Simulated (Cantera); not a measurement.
**Hydrocarbon pyrolysis for carbon deposition**

An isothermal, constant-pressure homogeneous reactor starts with C2H6 : N2 = 1 : 1.5 (molar parts), at 1325 K and 1.01 bar.

Computed with Cantera and GRI-Mech 3.0 (53 species, 325 reactions). GRI-Mech 3.0 stops at C3 and has no aromatics, soot or wall deposition, so with more carbon than oxygen in the feed, carbon stays in small species such as C2H2 where larger ones or solid carbon would form.

```csv
t (s),x C2H6,x C2H2,x CH2,x C2H,x H
0.000100,0.379,4.35e-5,1.36e-8,1.70e-11,8.86e-6
0.000277,0.332,0.000478,1.30e-8,6.14e-11,9.56e-6
0.000765,0.231,0.00288,1.06e-8,1.68e-10,1.09e-5
0.00211,0.0874,0.0120,6.02e-9,4.45e-10,1.29e-5
0.00585,0.0117,0.0336,1.30e-9,6.86e-10,9.16e-6
0.0162,0.00228,0.0585,2.81e-10,5.66e-10,4.71e-6
0.0447,0.00152,0.0897,1.92e-10,7.05e-10,4.12e-6
0.124,0.00112,0.121,1.48e-10,8.04e-10,3.68e-6
0.342,0.000893,0.132,1.18e-10,7.26e-10,3.01e-6
0.946,0.000761,0.131,9.57e-11,5.80e-10,2.25e-6
2.62,0.000609,0.129,7.07e-11,4.34e-10,1.53e-6
7.23,0.000473,0.127,5.08e-11,3.26e-10,1.03e-6
20.0,0.000393,0.125,4.04e-11,2.70e-10,7.75e-7
```
x: mole fraction; the columns are a selection and need not sum to one.

Equilibrium at this temperature and pressure: C2H6 0.000324, C2H2 0.0944, CH2 3.41e-11, C2H 1.88e-10, H 7.39e-7 (gas phase only).
